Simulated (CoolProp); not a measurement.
Vapour-liquid equilibrium of hydrogen chloride (1) + n-hexane (2) at 288.1 K; x and y are mole fractions of (1).

Model: multi-fluid Helmholtz-energy mixture model, Thol 2018 and Thol 2019; pair parameters Bell 2016, in CoolProp.

**Question.** Give the bubble pressure and the first vapour's composition at x = 0.35, 0.5, 0.875. Is there an azeotrope?

**Answer.** x = 0.35: 1.568 MPa, y = 0.989; x = 0.5: 1.947 MPa, y = 0.991; x = 0.875: 3.086 MPa, y = 0.996. No azeotrope shows between x = 0.05 and 0.95.

Pair parameters are fitted to limited data, so mixtures are less certain than the pure fluids. The gap from Raoult's law changes sign with composition, which may be real or a fault of the pair parameters; it wasn't checked against measurements. With so large a gap from Raoult's law the liquid may split in two, which this calculation doesn't test in full.
